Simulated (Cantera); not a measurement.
Gas mixture: C₃H₈ : C₂H₆ : CH₄ : N₂ = 0.84 : 0.66 : 0.38 : 0.22 (molar parts), at 0.0263 atm, frozen composition.

Cantera's kinetic-theory transport with the Lennard-Jones parameters of GRI-Mech 3.0, ideal gas; thermal conductivity in the multicomponent form. The composition is frozen, though it would react at the higher temperatures.

D: mixture-averaged diffusion coefficient of that species in the mixture.

```
T (K)  ρ (kg/m³)  cp (J/kg/K)  μ (µPa s)  λ (mW/m/K)     Pr  D (cm²/s) H  D (cm²/s) CO₂  D (cm²/s) OH
-----  ---------  -----------  ---------  ----------  -----  -----------  -------------  ------------
400       0.0264         2081       12.6         [?]  0.753         52.5           6.86          13.9
650       0.0162         2958       18.8         [?]  0.761          125           16.7          32.2
900       0.0117         3590       24.0         [?]  0.761          219           29.6          56.0
1150     0.00918         4044       28.6         [?]  0.759          331           45.1          84.6
1400     0.00754         4374       32.7         [?]  0.756          461           63.0           117
1650     0.00640         4625       36.5         [?]  0.755          607           83.2           154
```

### Question
Complete the blanks.

### Answer

- 400, λ (mW/m/K): 34.7
- 650, λ (mW/m/K): 73.0
- 900, λ (mW/m/K): 113
- 1150, λ (mW/m/K): 152
- 1400, λ (mW/m/K): 189
- 1650, λ (mW/m/K): 224
